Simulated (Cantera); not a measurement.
What does this Cantera script print?

```python
import numpy as np
import cantera as ct

gas = ct.Solution("h2o2.yaml")
gas.TPX = 1400, 65000, {'H2': 0.86, 'O2': 1, 'N2': 1.5}
inlet = ct.Reservoir(gas, clone=True)

reactor = ct.IdealGasConstPressureReactor(gas, energy="off", clone=False)
exhaust = ct.Reservoir(gas, clone=True)
tau = [1.7, 0.66, 0.26, 0.1, 0.041, 0.016, 0.0064, 0.0025, 0.001, 0.0004][0]
for a, b in ((inlet, reactor), (reactor, exhaust)):
    ct.MassFlowController(a, b, mdot=lambda t: reactor.mass / tau)
net = ct.ReactorNet([reactor])
show = ['H2', 'O2', 'H', 'H2O2', 'H2O']

rows = []
print(f"{'tau/s':>10s}{'T/K':>9s}" + "".join(f"{s:>11s}" for s in show))
for tau in [1.7, 0.66, 0.26, 0.1, 0.041, 0.016, 0.0064, 0.0025, 0.001, 0.0004]:
    net.initial_time = 0.0
    net.advance(30 * tau)
    before = gas.X
    net.advance(40 * tau)
    drift = np.max(np.abs(gas.X - before) / (gas.X + 1e-9))
    rows.append([gas.T, *gas[show].X, drift])
    print(f"{tau:10.3e}{gas.T:9.1f}" + "".join(f"{x:11.3e}" for x in gas[show].X))
```

Result:

```
     tau/s      T/K         H2         O2          H       H2O2        H2O
 1.700e+00   1400.0  4.286e-05  1.945e-01  8.235e-07  1.927e-07  2.933e-01
 6.600e-01   1400.0  8.048e-05  1.944e-01  2.128e-06  3.067e-07  2.932e-01
 2.600e-01   1400.0  1.495e-04  1.944e-01  5.447e-06  4.743e-07  2.930e-01
 1.000e-01   1400.0  2.815e-04  1.943e-01  1.431e-05  7.248e-07  2.927e-01
 4.100e-02   1400.0  5.065e-04  1.943e-01  3.522e-05  1.055e-06  2.923e-01
 1.600e-02   1400.0  9.358e-04  1.942e-01  9.091e-05  1.537e-06  2.915e-01
 6.400e-03   1400.0  1.686e-03  1.942e-01  2.279e-04  2.174e-06  2.901e-01
 2.500e-03   1400.0  3.042e-03  1.941e-01  5.817e-04  3.030e-06  2.878e-01
 1.000e-03   1400.0  5.326e-03  1.941e-01  1.436e-03  4.077e-06  2.838e-01
 4.000e-04   1400.0  9.171e-03  1.942e-01  3.485e-03  5.307e-06  2.767e-01
```

Cantera simulation using the H2/O2 subset of GRI-Mech 3.0, which has no nitrogen chemistry; the numbers are that mechanism's predictions, not measurements. The temperature is held fixed by assumption; the heat of reaction is taken as removed at once.
